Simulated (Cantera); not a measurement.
Feed: 1 mol Si2Cl6, 85 mol N2, 3.7 mol NH3, equilibrated at 10.0 mbar.

Method: chemical equilibrium by Gibbs-energy minimisation in Cantera with the NASA 1993 tables (ideal gas, pure condensed phases). Candidate condensed phases: NH4Cl, Si, Si3N4; 28 gas species. The feed counts by its element totals alone. The numbers say what is thermodynamically allowed, not how fast it happens. All values below are at 450 °C.

Base state: N2 0.912, HCl 0.0532, H2 0.0324, SiCl4 0.00265 (mole fractions); condensed: Si3N4(s).

**Question.** What changes in the equilibrium state with this change: NH3 from 3.7 to 4.3 mol?

**Answer.** 
```
species         before    after
-------------  -------  -------
N2               0.912    0.903
HCl             0.0532   0.0551
H2              0.0324   0.0402
SiCl4          0.00265  0.00199
Si3N4(s), mol    0.584    0.604
```
